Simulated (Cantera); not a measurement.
Input: 1 mol LiOH, 1.6 mol H₂, 0.45 mol H₂O, equilibrated at 29.0 mbar.

Equilibrium computed with Cantera from the NASA thermochemical tables; the gas is ideal and each condensed phase is pure. Candidate condensed phases: H₂O, Li, LiH, LiOH, Li₂O; 17 gas species. Rates play no part.

x: gas mole fraction; n: condensed amount in mol.

```json
[
 {"T (K)": "923", "x H₂": "0.627", "x H₂O": "0.373", "x LiOH": "1.23e-5", "x Li": "1.23e-10", "x H": "1.14e-9", "x OH": "<1e-12", "n Li₂O(s)": "0.500"},
 {"T (K)": "1023", "x H₂": "0.627", "x H₂O": "0.372", "x LiOH": "0.000130", "x Li": "8.40e-9", "x H": "1.93e-8", "x OH": "3.01e-11", "n Li₂O(s)": "0.500"},
 {"T (K)": "1123", "x H₂": "0.627", "x H₂O": "0.372", "x LiOH": "0.000876", "x Li": "2.59e-7", "x H": "1.98e-7", "x OH": "6.04e-10", "n Li₂O(s)": "0.499"},
 {"T (K)": "1223", "x H₂": "0.626", "x H₂O": "0.370", "x LiOH": "…", "x Li": "…", "x H": "…", "x OH": "…", "n Li₂O(s)": "0.494"},
 {"T (K)": "1323", "x H₂": "0.622", "x H₂O": "0.361", "x LiOH": "0.0161", "x Li": "5.05e-5", "x H": "7.35e-6", "x OH": "6.17e-8", "n Li₂O(s)": "0.479"},
 {"T (K)": "1423", "x H₂": "0.612", "x H₂O": "0.339", "x LiOH": "0.0487", "x Li": "0.000404", "x H": "3.05e-5", "x OH": "3.67e-7", "n Li₂O(s)": "0.435"},
 {"T (K)": "1523", "x H₂": "0.587", "x H₂O": "0.290", "x LiOH": "0.120", "x Li": "0.00253", "x H": "0.000104", "x OH": "1.58e-6", "n Li₂O(s)": "0.331"},
 {"T (K)": "1623", "x H₂": "0.536", "x H₂O": "0.209", "x LiOH": "0.240", "x Li": "0.0134", "x H": "0.000297", "x OH": "4.85e-6", "n Li₂O(s)": "0.123"},
 {"T (K)": "1723", "x H₂": "0.499", "x H₂O": "0.180", "x LiOH": "0.286", "x Li": "0.0329", "x H": "0.000756", "x OH": "1.49e-5", "n Li₂O(s)": "0"},
 {"T (K)": "1823", "x H₂": "0.486", "x H₂O": "0.194", "x LiOH": "0.268", "x Li": "0.0484", "x H": "0.00177", "x OH": "4.93e-5", "n Li₂O(s)": "0"},
 {"T (K)": "1923", "x H₂": "0.471", "x H₂O": "0.210", "x LiOH": "0.247", "x Li": "0.0660", "x H": "0.00380", "x OH": "0.000146", "n Li₂O(s)": "0"},
 {"T (K)": "2023", "x H₂": "0.454", "x H₂O": "0.227", "x LiOH": "…", "x Li": "…", "x H": "…", "x OH": "…", "n Li₂O(s)": "0"},
 {"T (K)": "2123", "x H₂": "0.435", "x H₂O": "0.243", "x LiOH": "0.202", "x Li": "0.103", "x H": "0.0139", "x OH": "0.000958", "n Li₂O(s)": "0"},
 {"T (K)": "2223", "x H₂": "0.414", "x H₂O": "0.257", "x LiOH": "0.180", "x Li": "0.121", "x H": "0.0242", "x OH": "0.00217", "n Li₂O(s)": "0"}
]
```

Question: Some entries are withheld; supply them.

Answer: 
- 2023, x LiOH: 0.225
- 2023, x Li: 0.0846
- 2023, x H: 0.00752
- 2023, x OH: 0.000391
- 1223, x LiOH: 0.00427
- 1223, x Li: 4.51e-6
- 1223, x H: 1.40e-6
- 1223, x OH: 7.43e-9
